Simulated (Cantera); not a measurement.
Input (Python, Cantera) and output of one run.

```python
import numpy as np
import cantera as ct

gas_names = [...]  # 92 gases of nasa_gas.yaml made of C, H, N
cond_names = """
    C(gr) C6H6(L) C7H8(L) C8H18(L),n-octa
""".split()


# ... load() reads the species with a 1 bar reference pressure and builds the phases ...
atoms = {
    'C2H2': {'C': 2, 'H': 2},
    'H2': {'H': 2},
    'NH3': {'N': 1, 'H': 3},
}
top_T = {'C(gr)': 4500}  # K; cautious upper limits of use, not melting points


# ... equilibrate(T, P, feed) seeds the gas with the atoms and calls Mixture.equilibrate('TP', solver="vcs", rtol=1e-11, max_steps=5000) ...
results = []
feed = {'C2H2': 1, 'H2': 0.35, 'NH3': 1.3}  # mol
T = 1998.15  # K
P = 13332.2  # Pa
mix = equilibrate(T, P, feed)
results.append((T, P, feed, dict(zip(mix.species_names, mix.species_moles))))
x = sorted(zip(gas.X, gas.species_names), reverse=True)
print(f"T = {T:g} K  P = {P:g} Pa  gas = {mix.phase_moles(0):.4g} mol")
print("   x: " + "  ".join(f"{s} {v:.3e}" for v, s in x if v > 0.0001))
print("   condensed (mol): " + ("  ".join(f"{mix.phase(i).name} {mix.phase_moles(i):.4g}"
      for i in range(1, mix.n_phases) if mix.phase_moles(i) > 1e-12) or "none"))
```

Result:

```
T = 1998.15 K  P = 13332.2 Pa  gas = 3.958 mol
   x: H2 8.283e-01  N2 1.614e-01  HCN 5.352e-03  H 4.002e-03  C2H2,acetylene 6.285e-04  HNC 3.031e-04
   condensed (mol): C(gr) 1.972
```

Equilibrium computed with Cantera from the NASA thermochemical tables; the gas is ideal and each condensed phase is pure.
